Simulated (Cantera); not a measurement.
Transport properties of process gases

Gas mixture: 36.9 % C₂H₄, 4.45 % C₃H₈, 3.52 % N₂, 55.1 % H₂, at 150 Pa, frozen composition.

Cantera's kinetic-theory transport with the Lennard-Jones parameters of GRI-Mech 3.0, ideal gas; thermal conductivity in the mixture-averaged form. The composition is frozen, though it would react at the higher temperatures.

```json
[
 {"T (K)": "400", "ρ (kg/m³)": "0.000650", "cp (J/kg/K)": "2829", "μ (µPa s)": "14.1", "λ (mW/m/K)": "102", "Pr": "0.392", "D (cm²/s) C₂H₂": "254", "D (cm²/s) H₂O": "343", "D (cm²/s) CH₄": "333"},
 {"T (K)": "650", "ρ (kg/m³)": "0.000400", "cp (J/kg/K)": "3526", "μ (µPa s)": "21.0", "λ (mW/m/K)": "163", "Pr": "0.454", "D (cm²/s) C₂H₂": "608", "D (cm²/s) H₂O": "865", "D (cm²/s) CH₄": "786"},
 {"T (K)": "900", "ρ (kg/m³)": "0.000289", "cp (J/kg/K)": "4010", "μ (µPa s)": "26.8", "λ (mW/m/K)": "221", "Pr": "0.485", "D (cm²/s) C₂H₂": "1070", "D (cm²/s) H₂O": "1560", "D (cm²/s) CH₄": "1370"},
 {"T (K)": "1150", "ρ (kg/m³)": "0.000226", "cp (J/kg/K)": "4389", "μ (µPa s)": "31.9", "λ (mW/m/K)": "278", "Pr": "0.504", "D (cm²/s) C₂H₂": "1630", "D (cm²/s) H₂O": "2420", "D (cm²/s) CH₄": "2080"},
 {"T (K)": "1400", "ρ (kg/m³)": "0.000186", "cp (J/kg/K)": "4673", "μ (µPa s)": "36.5", "λ (mW/m/K)": "332", "Pr": "0.514", "D (cm²/s) C₂H₂": "2270", "D (cm²/s) H₂O": "3400", "D (cm²/s) CH₄": "2890"},
 {"T (K)": "1650", "ρ (kg/m³)": "0.000158", "cp (J/kg/K)": "4893", "μ (µPa s)": "40.8", "λ (mW/m/K)": "385", "Pr": "0.519", "D (cm²/s) C₂H₂": "2990", "D (cm²/s) H₂O": "4510", "D (cm²/s) CH₄": "3810"}
]
```
D: mixture-averaged diffusion coefficient of that species in the mixture.
